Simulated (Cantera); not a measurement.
Cantera run:

```python
import numpy as np
import cantera as ct

gas_names = """
    CL CL2 H HCL H2 N NH NH2 NH3 N2 N2H2 N2H4 Si SiCL SiCL2 SiCL3 SiCL4 SiH SiHCL3 SiH2 SiH2CL2 SiH3
    SiH3CL SiH4 SiN Si2 Si2N Si3
""".split()
cond_names = """
    NH4CL(a) NH4CL(b) Si(cr) Si(L) Si3N4(a)
""".split()


# ... load() reads the species with a 1 bar reference pressure and builds the phases ...
atoms = {
    'SiH2Cl2': {'Si': 1, 'H': 2, 'CL': 2},
    'N2': {'N': 2},
}
top_T = {'Si3N4(a)': 2400}  # K; cautious upper limits of use, not melting points


# ... equilibrate(T, P, feed) seeds the gas with the atoms and calls Mixture.equilibrate('TP', solver="vcs", rtol=1e-11, max_steps=5000) ...
results = []
feed = {'SiH2Cl2': 1, 'N2': 5.8}  # mol
T = 1975  # K
for P in [5, 17, 59, 210, 710, 2400, 8400, 29000, 100000]:
    mix = equilibrate(T, P, feed)
    results.append((T, P, feed, dict(zip(mix.species_names, mix.species_moles))))
    x = sorted(zip(gas.X, gas.species_names), reverse=True)
    print(f"T = {T:g} K  P = {P:g} Pa  gas = {mix.phase_moles(0):.4g} mol")
    print("   x: " + "  ".join(f"{s} {v:.3e}" for v, s in x if v > 0.0001))
    print("   condensed (mol): " + ("  ".join(f"{mix.phase(i).name} {mix.phase_moles(i):.4g}"
          for i in range(1, mix.n_phases) if mix.phase_moles(i) > 1e-12) or "none"))
```

It prints:

```
T = 1975 K  P = 5 Pa  gas = 8.865 mol
   x: N2 6.542e-01  HCL 8.562e-02  Si 6.743e-02  CL 5.614e-02  H2 4.863e-02  H 4.267e-02  SiCL2 3.878e-02  SiCL 6.217e-03  SiN 1.067e-04
   condensed (mol): none
T = 1975 K  P = 17 Pa  gas = 8.458 mol
   x: N2 6.857e-01  HCL 8.014e-02  H2 6.475e-02  SiCL2 6.238e-02  Si 4.848e-02  H 2.670e-02  CL 2.469e-02  SiCL 6.685e-03  SiN 1.448e-04  Si2 1.206e-04  SiH 1.158e-04
   condensed (mol): none
T = 1975 K  P = 59 Pa  gas = 8.21 mol
   x: N2 7.063e-01  H2 8.082e-02  SiCL2 8.071e-02  HCL 6.577e-02  Si 3.350e-02  H 1.601e-02  CL 9.737e-03  SiCL 6.321e-03  Si2 1.998e-04  SiN 1.891e-04  SiH 1.665e-04  Si2N 1.555e-04  SiCL3 1.139e-04
   condensed (mol): none
T = 1975 K  P = 210 Pa  gas = 7.997 mol
   x: N2 7.250e-01  H2 9.137e-02  SiCL2 9.124e-02  HCL 5.814e-02  Si 1.539e-02  H 9.026e-03  SiCL 4.556e-03  CL 4.291e-03  Si2N 2.233e-04  SiCL3 2.020e-04  SiN 1.661e-04  SiH 1.535e-04  Si2 1.501e-04
   condensed (mol): Si(L) 0.09976
T = 1975 K  P = 710 Pa  gas = 7.875 mol
   x: N2 7.364e-01  H2 9.445e-02  SiCL2 9.397e-02  HCL 5.998e-02  H 4.991e-03  Si 4.553e-03  SiCL 2.514e-03  CL 2.368e-03  SiCL3 3.882e-04  Si2N 1.224e-04
   condensed (mol): Si(L) 0.197
T = 1975 K  P = 2400 Pa  gas = 7.83 mol
   x: N2 7.407e-01  H2 9.594e-02  SiCL2 9.490e-02  HCL 6.076e-02  H 2.736e-03  SiCL 1.374e-03  Si 1.347e-03  CL 1.294e-03  SiCL3 7.245e-04
   condensed (mol): Si(L) 0.2278
T = 1975 K  P = 8400 Pa  gas = 7.809 mol
   x: N2 7.427e-01  H2 9.680e-02  SiCL2 9.476e-02  HCL 6.098e-02  H 1.469e-03  SiCL3 1.352e-03  SiCL 7.341e-04  CL 6.914e-04  Si 3.848e-04
   condensed (mol): Si(L) 0.2393
T = 1975 K  P = 29000 Pa  gas = 7.604 mol
   x: N2 7.377e-01  H2 9.506e-02  SiCL2 9.052e-02  HCL 7.204e-02  SiCL3 2.861e-03  H 7.834e-04  CL 4.436e-04  SiCL 3.166e-04  SiCL4 1.081e-04
   condensed (mol): Si3N4(a) 0.09513
T = 1975 K  P = 100000 Pa  gas = 7.519 mol
   x: N2 7.374e-01  HCL 9.410e-02  H2 8.562e-02  SiCL2 7.514e-02  SiCL3 6.070e-03  SiCL4 5.859e-04  H 4.004e-04  CL 3.288e-04  SiHCL3 1.977e-04  SiCL 1.028e-04
   condensed (mol): Si3N4(a) 0.1275
```

Method: chemical equilibrium by Gibbs-energy minimisation in Cantera with the NASA 1993 tables (ideal gas, pure condensed phases). The tables' values for SiCl, SiCl3, SiN are old estimates; treat these amounts as uncertain.
